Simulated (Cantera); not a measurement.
A closed system holds: 1 mol SiHCl₃, 200 mol H₂, 0.016 mol C₃H₈, held at 1323 K and 0.00133 bar.

These are equilibrium values from Cantera (NASA tables, ideal gas, pure condensed phases), not measurements of a reactor. Candidate condensed phases: C, C₆H₆, C₇H₈, C₈H₁₈, Si, SiC; 109 gas species. Mutual solubility and eutectic melting of coexisting phases are not modelled. The numbers say what is thermodynamically allowed, not how fast it happens.

Q: What is the equilibrium state?

A: 
```
Item                                         Value
--------------------------------------  ----------
x(H₂)                                        0.986
x(HCl)                                      0.0138
x(SiCl₂)                                  0.000527
x(H)                                       4.31e-5
x(SiCl₃)                                   2.44e-6
n(Si(s))                                 0.845 mol
n(SiC(s))                               0.0480 mol
gas amount                               202.1 mol
log10 activity of C(graphite) (absent)       -2.48
```
